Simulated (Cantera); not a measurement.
Input: 1 mol CCl4, 0.21 mol CH4, held at 2602 °C.

These are equilibrium values from Cantera (NASA tables, ideal gas, pure condensed phases), not measurements of a reactor. Candidate condensed phases: C, C6H6, C7H8, C8H18; 91 gas species. The tables' values for CCl are old estimates; treat these amounts as uncertain. The numbers say what is thermodynamically allowed, not how fast it happens.

x: gas mole fraction; n: condensed amount in mol.

| P (Pa) | x Cl | x HCl | x C | x H | x C3 | x C2 | x Cl2 | n C(graphite) |
|---|---|---|---|---|---|---|---|---|
| 1 | 0.680 | 0.000126 | 0.158 | 0.143 | 0.00980 | 0.00898 | 7.90e-8 | 0 |
| 10 | 0.731 | [?] | [?] | 0.152 | [?] | [?] | [?] | 0 |
| 100 | 0.753 | 0.0140 | 0.0139 | 0.143 | 0.0661 | 0.00691 | 9.69e-6 | 0 |
| 1000 | 0.808 | 0.0894 | 0.00146 | 0.0850 | 0.00775 | 0.000768 | 0.000112 | 1.08 |
| 10000 | 0.795 | [?] | [?] | [?] | [?] | [?] | [?] | 1.20 |
| 100000 | 0.778 | 0.209 | 1.46e-5 | 0.00206 | 7.75e-5 | 7.68e-6 | 0.0103 | 1.20 |

**Question.** Fill in the missing entries.

**Answer.** 
- 10000, x HCl: 0.182
- 10000, x C: 0.000146
- 10000, x H: 0.0176
- 10000, x C3: 0.000775
- 10000, x C2: 7.68e-5
- 10000, x Cl2: 0.00108
- 10, x HCl: 0.00144
- 10, x C: 0.0574
- 10, x C3: 0.0465
- 10, x C2: 0.0118
- 10, x Cl2: 9.12e-7
